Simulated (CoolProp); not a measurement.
Vapour-liquid equilibrium of cyclopentane (1) + octamethylcyclotetrasiloxane (D4) (2) at 329.9 K; x and y are mole fractions of (1).

Computed with CoolProp (multi-fluid Helmholtz-energy mixture model, Gedanitz 2015 and Thol 2015; pair parameters Bell 2016).

```json
[
 {"x": "0.05", "bubble pressure, mixture model (kPa)": "5.728", "bubble pressure, Raoult's law (kPa)": "7.457", "y, mixture model": "0.822", "y, Raoult's law": "0.864"},
 {"x": "0.2", "bubble pressure, mixture model (kPa)": "20.71", "bubble pressure, Raoult's law (kPa)": "26.62", "y, mixture model": "0.958", "y, Raoult's law": "0.968"},
 {"x": "0.35", "bubble pressure, mixture model (kPa)": "37.41", "bubble pressure, Raoult's law (kPa)": "45.78", "y, mixture model": "0.981", "y, Raoult's law": "0.985"},
 {"x": "0.5", "bubble pressure, mixture model (kPa)": "55.98", "bubble pressure, Raoult's law (kPa)": "64.95", "y, mixture model": "0.990", "y, Raoult's law": "0.992"},
 {"x": "0.65", "bubble pressure, mixture model (kPa)": "76.49", "bubble pressure, Raoult's law (kPa)": "84.11", "y, mixture model": "0.995", "y, Raoult's law": "0.996"},
 {"x": "0.8", "bubble pressure, mixture model (kPa)": "98.81", "bubble pressure, Raoult's law (kPa)": "103.3", "y, mixture model": "0.998", "y, Raoult's law": "0.998"},
 {"x": "0.95", "bubble pressure, mixture model (kPa)": "121.8", "bubble pressure, Raoult's law (kPa)": "122.4", "y, mixture model": "1.000", "y, Raoult's law": "1.000"}
]
```

The largest gap from Raoult's law is -23.2 % in bubble pressure, at x = 0.05. No azeotrope shows between x = 0.05 and 0.95.

Pair parameters are fitted to limited data, so mixtures are less certain than the pure fluids.
